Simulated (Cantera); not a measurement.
What does this Cantera script print?

```python
import numpy as np
import cantera as ct

gas_names = """
    H H2 N NH NH2 NH3 N2 N2H2 N2H4 Si SiH SiH2 SiH3 SiH4 SiN Si2 Si2N Si3
""".split()
cond_names = """
    Si(cr) Si(L) Si3N4(a)
""".split()


# ... load() reads the species with a 1 bar reference pressure and builds the phases ...
atoms = {
    'Si3N4': {'Si': 3, 'N': 4},
    'H2': {'H': 2},
}
top_T = {'Si3N4(a)': 2400}  # K; cautious upper limits of use, not melting points


# ... equilibrate(T, P, feed) seeds the gas with the atoms and calls Mixture.equilibrate('TP', solver="vcs", rtol=1e-11, max_steps=5000) ...
results = []
feed = {'Si3N4': 1, 'H2': 3.8}  # mol
T = 1773  # K
P = 133.322  # Pa
mix = equilibrate(T, P, feed)
results.append((T, P, feed, dict(zip(mix.species_names, mix.species_moles))))
print(gas.report(threshold=1e-06))
for i in range(1, mix.n_phases):
    print(f"{mix.phase(i).name:16s} {mix.phase_moles(i):12.5e} mol")
```

Output:

```
       temperature   1773 K
          pressure   133.32 Pa
           density   9.9283e-05 kg/m^3
  mean mol. weight   10.978 kg/kmol
   phase of matter   gas

                          1 kg             1 kmol
                     ---------------   ---------------
          enthalpy        4.3951e+06        4.8248e+07  J
   internal energy        3.0522e+06        3.3507e+07  J
           entropy             24300        2.6676e+05  J/K
    Gibbs function       -3.8689e+07       -4.2472e+08  J
 heat capacity c_p            3100.4             34036  J/K
 heat capacity c_v              2343             25721  J/K

                      mass frac. Y      mole frac. X     chem. pot. / RT
                     ---------------   ---------------   ---------------
                 H        0.00057626         0.0062758           -13.078
                H2           0.11916           0.64885           -26.156
                N2           0.87568           0.34315           -34.231
                Si         0.0040877         0.0015978           -5.1794
               SiH        0.00015375        5.8015e-05           -18.257
              SiH2        4.3899e-05         1.601e-05           -31.336
               SiN        6.2925e-05        1.6411e-05           -22.295
               Si2        4.5472e-05         8.887e-06           -10.359
              Si2N        0.00017387        2.7199e-05           -27.474
               Si3        1.6479e-05         2.147e-06           -15.538
     [   +8 minor]        3.0054e-08        1.6762e-08

Si(L)             2.98970e+00 mol
Si3N4(a)          0.00000e+00 mol
```

Method: chemical equilibrium by Gibbs-energy minimisation in Cantera with the NASA 1993 tables (ideal gas, pure condensed phases). The tables' values for SiN are old estimates; treat these amounts as uncertain. Gases not in the tables: Si2H6 and higher silanes.
